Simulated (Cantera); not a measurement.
A diamond (100) surface in a fixed gas of H2 with x(CH4) = 0.0092, x(CH3) = 0.0013, at 1100 K, 218 Torr; coverages are run to steady state.

Detailed kinetics in Cantera: the Harris–Goodwin 1993 mechanism for the reconstructed diamond (100) surface.

θ: site fractions in the mechanism's names (c6HH fully hydrogenated, c6H* and c6*H radical sites, c6** diradical, c6HM methylated).

```csv
x(H),growth (µm/h),θ c6HH,θ c6H*,θ c6*H,θ c6**,θ c6HM
0.0001,20.1,0.315,0.0114,0.180,0.00129,0.324
0.00022,42.6,0.303,0.0131,0.207,0.00271,0.311
0.00047,___,0.322,___,___,___,___
0.001,132,0.362,0.0184,0.291,0.00822,0.211
0.0022,190,0.412,0.0218,0.343,0.0119,0.139
0.0048,___,0.454,0.0246,0.386,___,___
0.01,268,0.480,0.0266,0.412,0.0167,0.0429
0.022,287,0.496,0.0283,0.426,0.0179,0.0209
0.048,299,0.503,0.0304,0.432,0.0188,0.00995
```

**Question.** What belongs in the gaps?

**Answer.** 
- 0.00047, growth (µm/h): 79.8
- 0.00047, θ c6H*: 0.0154
- 0.00047, θ c6*H: 0.244
- 0.00047, θ c6**: 0.00502
- 0.00047, θ c6HM: 0.272
- 0.0048, growth (µm/h): 238
- 0.0048, θ c6**: 0.0148
- 0.0048, θ c6HM: 0.0794
